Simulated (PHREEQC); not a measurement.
A made-up water analysis in mg/L, 75 °C, pH 2.64, pe 9.4:

| constituent | mg/L |
|---|---|
| Na | 368 |
| K | 124 |
| Ca | 61.4 |
| Mg | 77.5 |
| Cl | 388 |
| S(6) as SO4 | 1140 |
| Zn | 49 |
| Fe(3) | 28.8 |
| Cu(2) | 1.93 |

Valence states are taken as typed.

Computed with PHREEQC (ion-association model, wateq4f.dat).

This is a speciation only: nothing precipitates in the calculation.

Q: Order these Ca species by the share of Ca that they hold, largest first: CaSO4, CaHSO4+, Ca+2.

A: Ca+2 (70 %), CaSO4 (28 %), CaHSO4+ (1.1 %)

The pH is 2.64 and the ionic strength 0.0371 mol/kgw. Saturation is exceeded, for instance for Jarosite-K, Jarosite-Na; the values hold only as long as no solid forms. At this temperature some constants are extrapolated from 25 °C, and those without enthalpy data are left unchanged.
